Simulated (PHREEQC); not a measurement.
Solution (25 °C): 0.09 mol/kgw HF, 0.013 mol/kgw NH4F, 0.0022 mol/kgw (NH4)2SiF6 and 0.00024 mol/kgw HCl. It is in equilibrium with CO2 at log p = -3.4 (atm). Otherwise closed; pH follows from the charge balance.

Equilibrium calculation in PHREEQC: ion-association model, wateq4f.dat.

Each row changes one thing in this solution. Precipitation was switched off in this run.

```csv
case,pH,ionic strength (mol/kgw),HF (mol/kgw),F- (mol/kgw),H2F2 (mol/kgw),HF2- (mol/kgw),SI of Quartz (SiO2)
as made,2.44,0.0237,0.0625,0.0136,0.0102,0.00327,-7.73
NH4F left out,2.14,0.0147,0.0611,0.00636,(withheld),0.00150,-7.01
(NH4)2SiF6 from 0.0022 to 0.0044 mol/kgw,2.44,0.0304,0.0624,0.0136,0.0102,(withheld),-7.44
HCl from 0.00024 to 0.0024 mol/kgw,2.39,(withheld),0.0636,(withheld),0.0106,0.00300,(withheld)
HF from 0.09 to 0.045 mol/kgw,2.69,0.0219,0.0348,0.0133,0.00317,0.00178,-6.69
```

What belongs in the gaps?


- NH4F left out, H2F2 (mol/kgw): 0.00977
- (NH4)2SiF6 from 0.0022 to 0.0044 mol/kgw, HF2- (mol/kgw): 0.00329
- HCl from 0.00024 to 0.0024 mol/kgw, ionic strength (mol/kgw): 0.0242
- HCl from 0.00024 to 0.0024 mol/kgw, F- (mol/kgw): 0.0122
- HCl from 0.00024 to 0.0024 mol/kgw, SI of Quartz (SiO2): -7.67

wateq4f.dat counts part of the HF as a dimer, H2F2, which phreeqc.dat doesn't know; its constant is uncertain. SiF6-2 is the database's only silicon fluoride.
